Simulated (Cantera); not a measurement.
Hydrocarbon pyrolysis for carbon deposition

An isothermal, constant-pressure homogeneous reactor starts with C2H6 : H2 = 1 : 4.2 (molar parts), at 1400 K and 1.00 atm.

Computed with Cantera and GRI-Mech 3.0 (53 species, 325 reactions). GRI-Mech 3.0 stops at C3 and has no aromatics, soot or wall deposition, so with more carbon than oxygen in the feed, carbon stays in small species such as C2H2 where larger ones or solid carbon would form.

```csv
t (s),x C2H6,x H2,x CH2,x C2H2,x H
2.00e-6,0.192,0.808,2.91e-10,7.56e-11,5.60e-6
1.10e-5,0.190,0.808,4.84e-9,2.21e-7,3.12e-5
6.03e-5,0.159,0.807,3.57e-8,8.11e-5,6.99e-5
0.000331,0.0546,0.800,1.73e-8,0.00269,7.03e-5
0.00182,0.00315,0.797,1.57e-9,0.0166,2.82e-5
0.0100,0.00109,0.797,6.04e-10,0.0404,1.71e-5
0.0549,0.000601,0.793,3.71e-10,0.0648,1.26e-5
0.302,0.000462,0.769,2.78e-10,0.0586,9.03e-6
1.66,0.000303,0.721,1.72e-10,0.0407,5.36e-6
9.10,0.000228,0.690,1.32e-10,0.0291,4.07e-6
50.0,0.000226,0.689,1.31e-10,0.0288,4.04e-6
```
x: mole fraction; the columns are a selection and need not sum to one.

Equilibrium at this temperature and pressure: C2H6 0.000226, H2 0.689, CH2 1.31e-10, C2H2 0.0288, H 4.04e-6 (gas phase only).
